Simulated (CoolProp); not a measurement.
Vapour pressure (MPa) of octamethyltrisiloxane (MDM): the reference equation beside estimates from Tc = 565.4 K, pc = 1.438 MPa, ω = 0.528.

The numbers come from the reference Helmholtz-energy equation of state, Thol 2017 in CoolProp.

```tsv
T (K)	reference	Redlich-Kwong	Soave-Redlich-Kwong	Peng-Robinson
303	0.0006815	?	0.0007238	0.0008062
307.5	0.0008994	0.009695	0.0009474	?
312.1	?	0.01159	0.001235	0.001356
316.7	0.001537	0.01377	0.001596	?
321.2	0.001969	0.01620	0.002032	0.002200
325.8	0.002514	0.01902	0.002579	0.002776
330.3	0.003165	0.02213	0.003232	0.003458
334.9	0.003973	0.02570	0.004038	0.004296
339.5	0.004947	0.02969	0.005007	0.005300
344	0.006086	0.03405	0.006138	0.006466
348.6	0.007468	0.03898	0.007508	0.007871
353.1	0.009062	0.04431	0.009086	0.009484
357.7	0.01097	0.05031	0.01097	0.01141
```

### Question
Fill in the missing entries.

### Answer

- 303, Redlich-Kwong: 0.008086
- 307.5, Peng-Robinson: 0.001047
- 312.1, reference: 0.001182
- 316.7, Peng-Robinson: 0.001739

Absolute difference from the reference over all 13 rows, mean and median: Redlich-Kwong 645.8 and 599.2 %, Soave-Redlich-Kwong 2.5 and 2.1 %, Peng-Robinson 10.0 and 9.3 %.
